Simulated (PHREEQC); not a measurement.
1.1 g of hydrous ferric oxide (600 m²/g; 0.2 weak and 0.005 strong sites per Fe, Dzombak-Morel constants, diffuse double layer) in 1 kg of water with 0.1 mol/kgw of an inert sodium salt and 0.0029 mmol/kgw BaCl2, at 25 °C; the pH is set by adding NaOH or the inert anion's acid. Oxygen alone is held at its pressure in air (log pO2 = -0.68). CO2 from the air is kept out. No solid was allowed to form.

Model: ion-association model, wateq4f.dat, run in PHREEQC.

| pH | Ba sorbed (%) | surface charge σ (C/m²) | surface potential ψ (mV) |
|---|---|---|---|
| 3 | 0.0 | 0.363 | 152 |
| 3.5 | 0.0 | 0.350 | 151 |
| 4 | 0.0 | 0.321 | 146 |
| 4.5 | 0.0 | 0.273 | 138 |
| 5 | 0.0 | 0.215 | 126 |
| 5.5 | 0.1 | 0.159 | 111 |
| 6 | 0.3 | 0.112 | 93 |
| 6.5 | 1.5 | 0.074 | 74 |
| 7 | 7.7 | 0.045 | 52 |
| 7.5 | 33.6 | 0.022 | 29 |
| 8 | 76.4 | 0.004 | 6 |
| 8.5 | 95.5 | -0.014 | -19 |
| 9 | 99.2 | -0.034 | -42 |
| 9.5 | 99.9 | -0.060 | -64 |
| 10 | 100.0 | -0.093 | -85 |
| 10.5 | 100.0 | -0.137 | -103 |
| 11 | 100.0 | -0.190 | -119 |

The oxide is taken as insoluble; below pH 4 it would dissolve.
